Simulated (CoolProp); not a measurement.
Computed with CoolProp (reference Helmholtz-energy equation of state, Gao 2016).

Problem. Give the vapour pressure (MPa), enthalpy of vaporisation (kJ/kg), liquid cp (kJ/(kg K)), vapour Z of saturated sulfur dioxide at 345, 363 K.

Solution. 
```csv
T (K),p (MPa),enthalpy of vaporisation (kJ/kg),liquid cp (kJ/(kg K)),vapour Z
345,1.48,301,1.52,0.833
363,2.24,274,1.62,0.778
```
